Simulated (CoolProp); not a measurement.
Vapour-liquid equilibrium of diethyl ether (1) + methanol (2) at 102.45 °C; x and y are mole fractions of (1).

The numbers come from the multi-fluid Helmholtz-energy mixture model, Thol 2014 and de Reuck 1993; pair parameters Bell 2016 in CoolProp.

Task: Give the bubble pressure and the first vapour's composition at x = 0.15, 0.65, 0.95. Is there an azeotrope?

Result: x = 0.15: 5.264 bar, y = 0.347; x = 0.65: 7.055 bar, y = 0.704; x = 0.95: 7.039 bar, y = 0.939. y crosses x between x = 0.75 and 0.85: the model has an azeotrope there.

The pair parameters rest on a limited set of measurements; away from them the model extrapolates.
